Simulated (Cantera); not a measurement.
What does this Cantera script print?

```python
import numpy as np
import cantera as ct

gas_names = [...]  # 113 gases of nasa_gas.yaml made of C, H, O, Ta
cond_names = """
    C(gr) C6H6(L) C7H8(L) C8H18(L),n-octa H2O(s) H2O(L) Ta(cr) Ta(L) TaC(s) TaC(L) Ta2O5(s) Ta2O5(L)
""".split()


# ... load() reads the species with a 1 bar reference pressure and builds the phases ...
atoms = {
    'Ta2O5': {'Ta': 2, 'O': 5},
    'CH4': {'C': 1, 'H': 4},
    'CO': {'C': 1, 'O': 1},
}
top_T = {'C(gr)': 4500}  # K; cautious upper limits of use, not melting points


# ... equilibrate(T, P, feed) seeds the gas with the atoms and calls Mixture.equilibrate('TP', solver="vcs", rtol=1e-11, max_steps=5000) ...
results = []
feed = {'Ta2O5': 1, 'CH4': 1.9, 'CO': 0.35}  # mol
P = 6000  # Pa
for T in [925, 1000, 1075, 1150, 1225, 1300, 1375, 1450, 1525]:
    mix = equilibrate(T, P, feed)
    results.append((T, P, feed, dict(zip(mix.species_names, mix.species_moles))))
    x = sorted(zip(gas.X, gas.species_names), reverse=True)
    print(f"T = {T:g} K  P = {P:g} Pa  gas = {mix.phase_moles(0):.4g} mol")
    print("   x: " + "  ".join(f"{s} {v:.3e}" for v, s in x if v > 0.0001))
    print("   condensed (mol): " + ("  ".join(f"{mix.phase(i).name} {mix.phase_moles(i):.4g}"
          for i in range(1, mix.n_phases) if mix.phase_moles(i) > 1e-12) or "none"))
```

Result:

```
T = 925 K  P = 6000 Pa  gas = 4.075 mol
   x: H2 9.041e-01  CO 7.748e-02  CH4 1.113e-02  H2O 6.248e-03  CO2 1.083e-03
   condensed (mol): C(gr) 1.885  Ta2O5(s) 1
T = 1000 K  P = 6000 Pa  gas = 4.122 mol
   x: H2 9.106e-01  CO 8.266e-02  CH4 4.750e-03  H2O 1.785e-03  CO2 2.326e-04
   condensed (mol): C(gr) 1.889  Ta2O5(s) 1
T = 1075 K  P = 6000 Pa  gas = 4.138 mol
   x: H2 9.132e-01  CO 8.389e-02  CH4 2.257e-03  H2O 5.809e-04
   condensed (mol): C(gr) 1.893  Ta2O5(s) 1
T = 1150 K  P = 6000 Pa  gas = 5.331 mol
   x: H2 7.109e-01  CO 2.877e-01  CH4 7.096e-04  H2O 5.754e-04  CO2 1.959e-04
   condensed (mol): C(gr) 0.2363  TaC(s) 0.4754  Ta2O5(s) 0.7623
T = 1225 K  P = 6000 Pa  gas = 5.504 mol
   x: H2 6.894e-01  CO 3.096e-01  H2O 6.951e-04  CO2 2.126e-04  CH4 1.356e-04
   condensed (mol): TaC(s) 0.5441  Ta2O5(s) 0.728
T = 1300 K  P = 6000 Pa  gas = 5.505 mol
   x: H2 6.894e-01  CO 3.096e-01  H2O 8.257e-04  CO2 2.104e-04
   condensed (mol): TaC(s) 0.5444  Ta2O5(s) 0.7278
T = 1375 K  P = 6000 Pa  gas = 5.505 mol
   x: H2 6.893e-01  CO 3.095e-01  H2O 9.596e-04  CO2 2.084e-04
   condensed (mol): TaC(s) 0.5447  Ta2O5(s) 0.7277
T = 1450 K  P = 6000 Pa  gas = 5.505 mol
   x: H2 6.891e-01  CO 3.095e-01  H2O 1.095e-03  CO2 2.068e-04
   condensed (mol): TaC(s) 0.5449  Ta2O5(s) 0.7275
T = 1525 K  P = 6000 Pa  gas = 5.505 mol
   x: H2 6.890e-01  CO 3.095e-01  H2O 1.231e-03  CO2 2.054e-04
   condensed (mol): TaC(s) 0.5451  Ta2O5(s) 0.7274
```

Cantera equilibrium calculation (NASA polynomials, part measured and part estimated; ideal gas, pure solids and liquids). Mutual solubility and eutectic melting of coexisting phases are not modelled. TaC: taken at fixed stoichiometry. Condensed phases not in the tables: Ta2C.
